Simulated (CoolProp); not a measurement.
Saturation properties of R141b.

The numbers come from the reference Helmholtz-energy equation of state, Lemmon 2006 in CoolProp. It is a short technical equation, of lower accuracy than the large ones.

| T (°C) | p (MPa) | liquid density (kg/m³) | liquid cp (kJ/(kg K)) | vapour Z | surface tension (mN/m) | liquid viscosity (µPa s) |
|---|---|---|---|---|---|---|
| 32.65 | 0.1035 | 1219 | 1.164 | 0.9604 | 17.3 | 374 |
| 46.65 | 0.1648 | 1191 | 1.186 | 0.9459 | 15.6 | 322 |
| 60.75 | 0.2516 | 1162 | 1.211 | 0.9282 | 13.9 | 278 |
| 74.75 | 0.3685 | 1131 | 1.238 | 0.9073 | 12.3 | 242 |
| 88.85 | 0.5237 | 1099 | 1.270 | 0.8826 | 10.7 | 211 |
| 102.85 | 0.7214 | 1065 | 1.306 | 0.8541 | 9.11 | 184 |
| 116.95 | 0.9715 | 1029 | 1.350 | 0.8211 | 7.60 | 161 |
| 130.95 | 1.278 | 990.0 | 1.404 | 0.7833 | 6.15 | 141 |
| 145.05 | 1.652 | 946.5 | 1.477 | 0.7391 | 4.76 | 122 |
| 159.05 | 2.099 | 897.5 | 1.581 | 0.6875 | 3.44 | 105 |

It boils at 32.0 °C under 1 atm.

Viscosity comes from a separate model (Huber 2003), an estimate that may be off by 10 % or more. Surface tension comes from a separate correlation (Mulero 2012).
